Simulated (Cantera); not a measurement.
Input (Python, Cantera) and output of one run.

```python
import numpy as np
import cantera as ct

gas_names = """
    Pb OH H2O
""".split()
cond_names = """
    PbO(rd) PbO(yw) PbO(L)
""".split()


# ... load() reads the species with a 1 bar reference pressure and builds the phases ...
species = {s.name: s for s in load("nasa_gas.yaml", gas_names) + load("nasa_condensed.yaml", cond_names)}
# Each term lists the table entries of one substance; the one whose range holds T is used.
reactions = {
    'Pb(g) + 2 OH(g) = PbO + H2O(g)':
        [(-1, ['Pb']), (-2, ['OH']), (1, ['PbO(rd)', 'PbO(yw)', 'PbO(L)']), (1, ['H2O'])],
}


def pick(names, T):
    return next(species[n] for n in names if species[n].thermo.min_temp <= T <= species[n].thermo.max_temp)


results = []
for label, terms in reactions.items():
    print(label)
    print("     T/K   dH/kJ  dS/(J/K)   dG/kJ   log10 K")
    for T in [1248, 1348, 1448, 1548, 1648, 1748]:
        used = [(nu, pick(names, T)) for nu, names in terms]
        dH = sum(nu * s.thermo.h(T) for nu, s in used) / 1e6
        dS = sum(nu * s.thermo.s(T) for nu, s in used) / 1e3
        dG = dH - T * dS / 1e3
        logK = -dG * 1e6 / (ct.gas_constant * T * np.log(10))
        results.append((label, T, dH, dS, dG, logK, [s.name for _, s in used]))
        print(f"{T:8g} {dH:8.1f} {dS:8.1f} {dG:8.1f} {logK:8.2f}")
```

Result:

```
Pb(g) + 2 OH(g) = PbO + H2O(g)
     T/K   dH/kJ  dS/(J/K)   dG/kJ   log10 K
    1248   -696.7   -249.8   -385.0    16.11
    1348   -694.2   -247.9   -360.1    13.95
    1448   -691.7   -246.1   -335.4    12.10
    1548   -689.3   -244.4   -310.9    10.49
    1648   -686.8   -242.9   -286.5     9.08
    1748   -684.4   -241.5   -262.3     7.84
```

Cantera with NASA thermochemical tables; ideal gases at 1 bar, condensed phases pure. Condensed species are held in their standard states even where they would react or evaporate.
